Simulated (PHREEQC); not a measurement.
A made-up water analysis in mg/kgw, 35 °C, pH 6.14, pe 11.8:

```json
[
 {"constituent": "Na", "mg/kgw": "2.21"},
 {"constituent": "K", "mg/kgw": "0.000511"},
 {"constituent": "Ca", "mg/kgw": "10.5"},
 {"constituent": "Mg", "mg/kgw": "0.447"},
 {"constituent": "Cl", "mg/kgw": "8.05"},
 {"constituent": "S(6) as SO4", "mg/kgw": "4.48"},
 {"constituent": "Alkalinity as HCO3", "mg/kgw": "20.2"},
 {"constituent": "Cu(2)", "mg/kgw": "0.0445"},
 {"constituent": "Cd", "mg/kgw": "0.487"},
 {"constituent": "Br", "mg/kgw": "0.144"}
]
```

Valence states are taken as typed.

The numbers come from PHREEQC with the ion-association model, wateq4f.dat.

This is a speciation only: nothing precipitates in the calculation.

**Question.** Order these Cu species by the share of Cu that they hold, largest first: CuCO3, Cu+2, CuOH+, CuHCO3+, Cu(OH)2.

**Answer.** Cu+2 (76 %), CuHCO3+ (11 %), CuCO3 (8.7 %), Cu(OH)2 (2.6 %), CuOH+ (0.95 %)

The pH is 6.14 and the ionic strength 0.000981 mol/kgw.
